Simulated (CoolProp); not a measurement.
Vapour-liquid equilibrium of ethylbenzene (1) + o-xylene (2) at 0.0354 MPa; x and y are mole fractions of (1).

Computed with CoolProp (multi-fluid Helmholtz-energy mixture model, Zhou 2012 and Zhou 2012; pair parameters Bell 2016).

| x | bubble temperature (K) | y at the bubble point | dew temperature at overall composition x (K) | liquid density (mol/L) |
|---|---|---|---|---|
| 0.05 | 381.3 | 0.063 | 381.4 | 7.559 |
| 0.2 | 380.0 | 0.245 | 380.3 | 7.544 |
| 0.35 | (withheld) | (withheld) | 379.2 | 7.530 |
| 0.5 | 377.4 | 0.565 | 378.0 | 7.517 |
| 0.65 | (withheld) | 0.705 | 376.7 | 7.505 |
| 0.8 | 375.3 | 0.834 | 375.5 | 7.494 |
| 0.95 | 374.4 | (withheld) | 374.4 | 7.484 |

Problem. Some entries are withheld; supply them.

Solution. 
- 0.35, bubble temperature (K): 378.7
- 0.35, y at the bubble point: 0.413
- 0.65, bubble temperature (K): 376.3
- 0.95, y at the bubble point: 0.959

No azeotrope shows between x = 0.05 and 0.95.

The pair parameters rest on a limited set of measurements; away from them the model extrapolates.
